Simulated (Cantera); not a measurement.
Charge: 1 mol Si, 0.85 mol F2, 11 mol N2, 5.3 mol HCl, equilibrated at 100 Torr.

Cantera equilibrium calculation (NASA polynomials, part measured and part estimated; ideal gas, pure solids and liquids). Candidate condensed phases: NH4Cl, Si, Si3N4; 49 gas species. The tables' values for SiCl3, SiF3, SiF2 are old estimates; treat these amounts as uncertain. Kinetics and transport are ignored. All values below are at 1250 °C.

Base state: N2 0.670, HCl 0.212, H2 0.0536, SiF4 0.0231, SiCl4 0.0163, SiCl2 0.0105, SiCl3 0.00759, HF 0.00260 (mole fractions); condensed: gas only.

Problem. What changes in the equilibrium state with this change: HCl from 5.3 to 1.7 mol?

Solution. 
| species | before | after |
|---|---|---|
| N2 | 0.670 | 0.840 |
| HCl | 0.212 | 0.0857 |
| SiF4 | 0.0231 | 0.0298 |
| H2 | 0.0536 | 0.0225 |
| SiCl4 | 0.0163 | 0.00486 |
| SiCl2 | 0.0105 | 0.00808 |
| SiHCl3 | 0.000463 | 0.000143 |
| SiCl3 | 0.00759 | 0.00363 |
| HF | 0.00260 | 0.00151 |
| Cl | 4.66e-5 | 2.90e-5 |
| SiF2 | 0.000144 | 0.000230 |
| Si3N4(s), mol | 0 | 0.117 |
